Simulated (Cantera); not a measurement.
An isothermal, constant-pressure homogeneous reactor starts with C2H6 : H2 : N2 = 1 : 11 : 0.33 (molar parts), at 1050 K and 1.00 bar.

Model: GRI-Mech 3.0 (53 species, 325 reactions), integrated in Cantera. GRI-Mech 3.0 stops at C3 and has no aromatics, soot or wall deposition, so with more carbon than oxygen in the feed, carbon stays in small species such as C2H2 where larger ones or solid carbon would form.

### Question
Predict: x(C2H6) at 50.0 s; x(H2) at 50.0 s; x(C2H4) at 50.0 s; x(C2H2) at 50.0 s; x(CH4) at 50.0 s.

### Answer
```json
{
 "x(C2H6) at 50.0 s": "0.0130 (gas-phase equilibrium 8.70e-6)",
 "x(H2) at 50.0 s": "0.840 (gas-phase equilibrium 0.811)",
 "x(C2H4) at 50.0 s": "0.0132 (gas-phase equilibrium 9.08e-6)",
 "x(C2H2) at 50.0 s": "9.24e-5 (gas-phase equilibrium 6.39e-8)",
 "x(CH4) at 50.0 s": "0.107 (gas-phase equilibrium 0.162)"
}
```
